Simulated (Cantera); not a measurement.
A perfectly stirred reactor is fed with H2 : O2 : N2 = 0.0074 : 1 : 1.3 (molar parts), equivalence ratio 0.0037, at 25.5 Torr; it is held at 1075 K, and followed from long to short residence time.

Computed with Cantera and the H2/O2 subset of GRI-Mech 3.0, which has no nitrogen chemistry. Radical loss at walls, strong at low pressure, is not modelled.

Problem. What does this change do: temperature 1075 to 1375 K?

Solution. 
```csv
quantity,before,after
x(H2) at τ = 0.640 s,5.99e-5,1.23e-5
x(O2) at τ = 0.640 s,0.432,0.432
x(O) at τ = 0.640 s,0.000317,0.000912
x(OH) at τ = 0.640 s,7.60e-5,0.000240
x(H) at τ = 0.640 s,8.06e-6,1.36e-5
x(H2) at τ = 31.0 ms,0.000347,9.13e-5
x(O2) at τ = 31.0 ms,0.432,0.431
x(O) at τ = 31.0 ms,0.00110,0.00230
x(OH) at τ = 31.0 ms,0.000239,0.000444
x(H) at τ = 31.0 ms,9.04e-5,6.50e-5
```

Problem. What does this change do: temperature 1075 to 1248 K?

Solution. 
| quantity | before | after |
|---|---|---|
| x(H2) at τ = 0.640 s | 5.99e-5 | 2.04e-5 |
| x(O2) at τ = 0.640 s | 0.432 | 0.432 |
| x(O) at τ = 0.640 s | 0.000317 | 0.000650 |
| x(OH) at τ = 0.640 s | 7.60e-5 | 0.000154 |
| x(H) at τ = 0.640 s | 8.06e-6 | 1.14e-5 |
| x(H2) at τ = 31.0 ms | 0.000347 | 0.000144 |
| x(O2) at τ = 31.0 ms | 0.432 | 0.431 |
| x(O) at τ = 31.0 ms | 0.00110 | 0.00194 |
| x(OH) at τ = 31.0 ms | 0.000239 | 0.000351 |
| x(H) at τ = 31.0 ms | 9.04e-5 | 7.98e-5 |
